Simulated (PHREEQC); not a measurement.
2.3 g of hydrous ferric oxide (600 m²/g; 0.2 weak and 0.005 strong sites per Fe, Dzombak-Morel constants, diffuse double layer) in 1 kg of water with 0.05 mol/kgw of an inert sodium salt and 0.11 mmol/kgw Na2SeO4, at 25 °C; the pH is set by adding NaOH or the inert anion's acid. Oxygen is held at 0.21 atm. The system is closed to CO2. Nothing may precipitate in this run.

Equilibrium calculation in PHREEQC: ion-association model, wateq4f.dat.

```csv
pH,Se sorbed (%),surface charge σ (C/m²),surface potential ψ (mV)
4,99.9,0.284,157
4.38,99.9,(withheld),149
4.75,(withheld),0.202,140
5.12,99.6,0.161,129
5.5,98.9,0.124,116
5.88,96.8,0.093,101
6.25,90.6,(withheld),86
6.62,74.3,0.049,71
7,44.6,0.033,54
7.38,(withheld),0.020,36
7.75,4.8,0.010,18
8.12,1.1,0.000,-1
8.5,0.3,-0.010,-20
8.88,0.1,-0.022,-39
9.25,0.0,-0.036,-57
9.62,0.0,-0.053,-74
10,0.0,-0.074,-90
```

Question: What belongs in the gaps?

Answer: 
- 4.38, surface charge σ (C/m²): 0.244
- 4.75, Se sorbed (%): 99.8
- 6.25, surface charge σ (C/m²): 0.068
- 7.38, Se sorbed (%): 17.2
